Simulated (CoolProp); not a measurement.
Vapour-liquid equilibrium of propylene (1) + n-hexane (2) at 262.8 K; x and y are mole fractions of (1).

Model: multi-fluid Helmholtz-energy mixture model, Lemmon 2013 and Thol 2019; pair parameters Bell 2016, in CoolProp.

Problem. Give the bubble pressure and the first vapour's composition at x = 0.05, 0.25, 0.85. Is there an azeotrope?

Solution. x = 0.05: 0.3673 bar, y = 0.910; x = 0.25: 1.208 bar, y = 0.976; x = 0.85: 3.527 bar, y = 0.998. No azeotrope shows between x = 0.05 and 0.95.

Pair parameters are fitted to limited data, so mixtures are less certain than the pure fluids. The gap from Raoult's law changes sign with composition, which may be real or a fault of the pair parameters; it wasn't checked against measurements. With so large a gap from Raoult's law the liquid may split in two, which this calculation doesn't test in full.
